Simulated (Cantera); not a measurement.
Feed: 1 mol Si, 1.2 mol HCl, 12 mol H₂, 3 mol Cl₂, at 873.15 K and 810000 Pa.

These are equilibrium values from Cantera (NASA tables, ideal gas, pure condensed phases), not measurements of a reactor. Candidate condensed phases: Si; 19 gas species. Rates play no part.

Base state: H₂ 0.723, HCl 0.211, SiCl₄ 0.0653, SiHCl₃ 0.000480 (mole fractions); condensed: gas only.

### Question
What changes in the equilibrium state with this change: temperature from 873.15 K to 1498 K?

### Answer
```json
[
 {"species": "H₂", "before": "0.723", "after": "0.698"},
 {"species": "HCl", "before": "0.211", "after": "0.236"},
 {"species": "SiCl₄", "before": "0.0653", "after": "0.0422"},
 {"species": "SiHCl₃", "before": "0.000480", "after": "0.0128"},
 {"species": "SiCl₂", "before": "<1e-9", "after": "0.00321"},
 {"species": "SiCl₃", "before": "5.31e-7", "after": "0.00651"}
]
```
The tables' values for SiCl₃ are old estimates; treat these amounts as uncertain.

### Question
What changes in the equilibrium state with this change: 0.45 mol H₂O added?

### Answer
| species | before | after |
|---|---|---|
| H₂ | 0.723 | 0.693 |
| HCl | 0.211 | 0.259 |
| SiCl₄ | 0.0653 | 0.0485 |
| SiHCl₃ | 0.000480 | 0.000279 |
| SiO₂(β-quartz), mol | 0 | 0.225 |
Further candidate phases: H₂O, SiO₂.
